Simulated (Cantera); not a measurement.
# Thermodynamics of carbon deposition, reforming and gasification, feed acetone + NH₃ + N₂

Feed: 1 mol acetone, 0.048 mol NH₃, 1.5 mol N₂, equilibrated at 7.50 Torr.

Cantera equilibrium calculation (NASA polynomials, part measured and part estimated; ideal gas, pure solids and liquids). Candidate condensed phases: C, C₆H₆, C₇H₈, C₈H₁₈, H₂O; 136 gas species. The feed counts by its element totals alone. Kinetics and transport are ignored.

| T (K) | x H₂ | x N₂ | x CO | x H₂O | x CO₂ | x CH₄ | n C(graphite) |
|---|---|---|---|---|---|---|---|
| 673 | 0.480 | 0.321 | 0.0188 | 0.0980 | 0.0470 | 0.0351 | 2.52 |
| 723 | 0.526 | 0.304 | 0.0533 | 0.0573 | 0.0445 | 0.0148 | 2.44 |
| 773 | 0.543 | 0.289 | 0.107 | 0.0276 | 0.0278 | 0.00624 | 2.26 |
| 823 | 0.546 | 0.279 | 0.151 | 0.0109 | 0.0108 | 0.00278 | 2.10 |
| 873 | 0.547 | 0.275 | 0.170 | 0.00395 | 0.00327 | 0.00134 | 2.03 |
| 923 | 0.548 | 0.273 | 0.176 | 0.00149 | 0.000975 | 0.000698 | 2.01 |
| 973 | 0.548 | 0.273 | 0.178 | 0.000606 | 0.000317 | 0.000386 | 2.00 |
| 1023 | 0.549 | 0.273 | 0.178 | 0.000268 | 0.000114 | 0.000226 | 2.00 |
| 1073 | 0.549 | 0.272 | 0.179 | 0.000127 | 4.49e-5 | 0.000138 | 2.00 |
x: gas mole fraction; n: condensed amount in mol.

From 673 K to 1073 K the condensed part is C(graphite). The main C-bearing gas is CO₂ at 673 K and CO at 1073 K.
